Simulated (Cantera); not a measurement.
An isothermal, constant-pressure homogeneous reactor starts with H2 : O2 : N2 = 0.013 : 1 : 0.37 (molar parts), at 1250 K and 3.30 Torr.

Detailed kinetics in Cantera: the H2/O2 subset of GRI-Mech 3.0, which has no nitrogen chemistry. Radical loss at walls, strong at low pressure, is not modelled.

x: mole fraction; the columns are a selection and need not sum to one.

```tsv
t (s)	x H2	x O2	x H2O2	x O	x H	x OH
7.00e-5	0.00940	0.723	<1e-12	7.58e-11	2.83e-10	7.50e-11
0.000252	0.00940	0.723	<1e-12	7.01e-10	6.53e-10	6.73e-10
0.000910	0.00940	0.723	<1e-12	(withheld)	(withheld)	(withheld)
0.00328	0.00940	0.723	1.00e-11	5.48e-8	8.08e-9	4.14e-8
0.0118	0.00937	0.723	1.21e-10	1.79e-5	2.38e-6	1.31e-5
0.0427	(withheld)	0.714	(withheld)	0.00804	(withheld)	0.000888
0.154	4.71e-5	0.715	5.17e-9	0.00768	0.000433	0.000835
0.555	3.98e-5	0.716	5.06e-9	0.00643	0.000333	0.000768
2.00	2.36e-5	0.718	4.62e-9	0.00373	0.000149	0.000592
```

Q: Complete the blanks.

A: 
- 0.000910, x O: 4.93e-9
- 0.000910, x H: 1.36e-9
- 0.000910, x OH: 4.30e-9
- 0.0427, x H2: 5.80e-5
- 0.0427, x H2O2: 5.59e-9
- 0.0427, x H: 0.000484
